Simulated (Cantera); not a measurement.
Input (Python, Cantera):

```python
import numpy as np
import cantera as ct

surf = ct.Interface("diamond.yaml", "diamond_100")
gas, bulk = surf.adjacent["gas"], surf.adjacent["diamond"]
k = surf.kinetics_species_index(bulk.species_names[0])
cover = ["c6HH", "c6H*", "c6*H", "c6**", "c6HM", "c6B"]

rows, drift = [], 0.0
print(f"{'xH':>10s}{'um/h':>11s}" + "".join(f"{s:>11s}" for s in cover))
for v in [0.0001, 0.00022, 0.00047, 0.001, 0.0022, 0.0047, 0.01, 0.022, 0.047]:
    T, P, xH, xCH3 = 1000, 4500, v, 0.00035
    gas.TPX = T, P, {"H": xH, "CH3": xCH3, "CH4": 0.0094, "H2": 1 - xH - xCH3 - 0.0094}
    surf.TP = bulk.TP = T, P
    surf.coverages = "c6H*:0.1, c6HH:0.9"
    surf.advance_coverages(100.0)
    before = surf.coverages
    surf.advance_coverages(100.0)
    drift = max(drift, np.max(np.abs(surf.coverages - before) / (surf.coverages + 1e-9)))
    rate = surf.net_production_rates[k] * bulk.mean_molecular_weight / bulk.density * 3.6e9
    rows.append([rate, *surf[cover].coverages])
    print(f"{v:10.4g}{rate:11.4e}" + "".join(f"{x:11.3e}" for x in rows[-1][1:]))
```

It prints:

```
        xH       um/h       c6HH       c6H*       c6*H       c6**       c6HM        c6B
    0.0001 1.2181e+00  3.962e-01  1.035e-02  2.120e-01  2.099e-03  2.759e-01  3.305e-09
   0.00022 2.3481e+00  4.130e-01  1.166e-02  2.386e-01  3.576e-03  2.425e-01  6.372e-09
   0.00047 3.8522e+00  4.527e-01  1.330e-02  2.724e-01  5.287e-03  1.867e-01  1.045e-08
     0.001 5.4246e+00  5.004e-01  1.504e-02  3.078e-01  6.930e-03  1.238e-01  1.472e-08
    0.0022 6.7309e+00  5.420e-01  1.649e-02  3.374e-01  8.235e-03  6.988e-02  1.826e-08
    0.0047 7.5279e+00  5.679e-01  1.740e-02  3.555e-01  9.016e-03  3.660e-02  2.043e-08
      0.01 7.9676e+00  5.822e-01  1.794e-02  3.654e-01  9.446e-03  1.821e-02  2.162e-08
     0.022 8.2030e+00  5.898e-01  1.831e-02  3.705e-01  9.684e-03  8.521e-03  2.226e-08
     0.047 8.3211e+00  5.933e-01  1.866e-02  3.727e-01  9.820e-03  4.045e-03  2.258e-08
```

Model: the Harris–Goodwin 1993 mechanism for the reconstructed diamond (100) surface, integrated in Cantera.
